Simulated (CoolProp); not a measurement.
Properties of ammonia along the isotherm 8.65 °C.

The numbers come from the reference Helmholtz-energy equation of state, Gao 2020 in CoolProp.

```
p (bar)   phase  viscosity (µPa s)  fugacity coefficient
-------  ------  -----------------  --------------------
15.5     liquid                156                0.3535
31       liquid                158                0.1800
46.5     liquid                159                0.1221
62       liquid                160               0.09325
77.5     liquid                162               0.07595
93       liquid                163               0.06443
108      liquid                164               0.05644
124      liquid                165               0.05007
139      liquid                167               0.04544
155      liquid                168               0.04150
170      liquid                169               0.03849
```

Viscosity comes from a separate model (Fenghour 1995).
